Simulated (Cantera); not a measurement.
An isothermal, constant-pressure homogeneous reactor starts with CO : O2 : H2O : N2 = 0.0022 : 0.036 : 0.042 : 1 (molar parts), equivalence ratio 0.031, at 1300 K and 7280 Torr.

Computed with Cantera and GRI-Mech 3.0 (53 species, 325 reactions).

x: mole fraction; the columns are a selection and need not sum to one.

| t (s) | x CO | x O2 | x H2O | x HO2 | x NO | x N2O |
|---|---|---|---|---|---|---|
| 1.00e-6 | 0.00204 | 0.0333 | 0.0389 | 5.21e-11 | <1e-12 | <1e-12 |
| 3.88e-6 | 0.00204 | 0.0333 | 0.0389 | 2.15e-10 | <1e-12 | <1e-12 |
| 1.51e-5 | 0.00204 | 0.0333 | 0.0389 | 1.25e-9 | <1e-12 | <1e-12 |
| 5.84e-5 | 0.00204 | 0.0333 | 0.0389 | 1.50e-8 | <1e-12 | 5.36e-12 |
| 0.000227 | 0.00204 | 0.0333 | 0.0389 | 4.98e-7 | <1e-12 | 1.73e-10 |
| 0.000879 | ? | 0.0332 | 0.0389 | ? | 1.66e-11 | ? |
| 0.00341 | 0.00109 | 0.0329 | 0.0389 | 5.30e-6 | 1.63e-10 | 1.40e-7 |
| 0.0132 | 0.000256 | 0.0325 | 0.0389 | 1.51e-6 | 5.63e-10 | 2.71e-7 |
| 0.0514 | 6.25e-6 | 0.0323 | 0.0389 | 5.01e-8 | 1.22e-9 | 2.33e-7 |
| 0.199 | 8.40e-10 | 0.0323 | 0.0389 | 1.01e-8 | 1.44e-9 | 7.10e-8 |
| 0.773 | 5.60e-10 | 0.0323 | 0.0389 | 1.01e-8 | ? | 3.79e-8 |
| 3.00 | 5.60e-10 | 0.0323 | 0.0389 | 1.01e-8 | 2.29e-9 | 3.79e-8 |

**Question.** What belongs in the gaps?

**Answer.** 
- 0.000879, x CO: 0.00184
- 0.000879, x HO2: 7.80e-6
- 0.000879, x N2O: 2.76e-8
- 0.773, x NO: 1.63e-9
